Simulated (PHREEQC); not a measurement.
2.4 g of hydrous ferric oxide (600 m²/g; 0.2 weak and 0.005 strong sites per Fe, Dzombak-Morel constants, diffuse double layer) in 1 kg of water with 0.1 mol/kgw of an inert sodium salt and 0.0017 mol Na2HAsO4 and 0.015 mol NaH2PO4, at 25 °C; the pH is set by adding NaOH or the inert anion's acid. O2 is buffered at 0.21 atm. No CO2 enters from the air. No solid was allowed to form.

Base run: PHREEQC, ion-association model, wateq4f.dat. Each further column changes one thing. The table gives As sorbed (%).

```json
[
 {"pH": "4", "base": "68.2", "no electrostatic term (-no_edl)": "68.1", "background salt from 0.1 to 0.01 mol/kgw": "68.2", "oxide from 2.4 to 12 g/kgw": "100.0"},
 {"pH": "5", "base": "68.1", "no electrostatic term (-no_edl)": "68.2", "background salt from 0.1 to 0.01 mol/kgw": "68.1", "oxide from 2.4 to 12 g/kgw": "100.0"},
 {"pH": "6", "base": "67.6", "no electrostatic term (-no_edl)": "68.0", "background salt from 0.1 to 0.01 mol/kgw": "67.3", "oxide from 2.4 to 12 g/kgw": "100.0"},
 {"pH": "7", "base": "64.7", "no electrostatic term (-no_edl)": "67.2", "background salt from 0.1 to 0.01 mol/kgw": "63.5", "oxide from 2.4 to 12 g/kgw": "99.7"},
 {"pH": "8", "base": "56.0", "no electrostatic term (-no_edl)": "[?]", "background salt from 0.1 to 0.01 mol/kgw": "53.4", "oxide from 2.4 to 12 g/kgw": "[?]"},
 {"pH": "9", "base": "45.9", "no electrostatic term (-no_edl)": "99.2", "background salt from 0.1 to 0.01 mol/kgw": "41.3", "oxide from 2.4 to 12 g/kgw": "[?]"},
 {"pH": "10", "base": "50.9", "no electrostatic term (-no_edl)": "[?]", "background salt from 0.1 to 0.01 mol/kgw": "40.5", "oxide from 2.4 to 12 g/kgw": "94.3"},
 {"pH": "11", "base": "46.8", "no electrostatic term (-no_edl)": "100.0", "background salt from 0.1 to 0.01 mol/kgw": "35.1", "oxide from 2.4 to 12 g/kgw": "[?]"},
 {"pH": "12", "base": "19.2", "no electrostatic term (-no_edl)": "100.0", "background salt from 0.1 to 0.01 mol/kgw": "12.4", "oxide from 2.4 to 12 g/kgw": "59.9"}
]
```

### Question
Complete the blanks.

### Answer

- 8, no electrostatic term (-no_edl): 90.7
- 8, oxide from 2.4 to 12 g/kgw: 97.6
- 9, oxide from 2.4 to 12 g/kgw: 91.8
- 10, no electrostatic term (-no_edl): 99.9
- 11, oxide from 2.4 to 12 g/kgw: 91.9

H3PO4, which wateq4f.dat lacks, is added to it with the constant of phreeqc.dat.
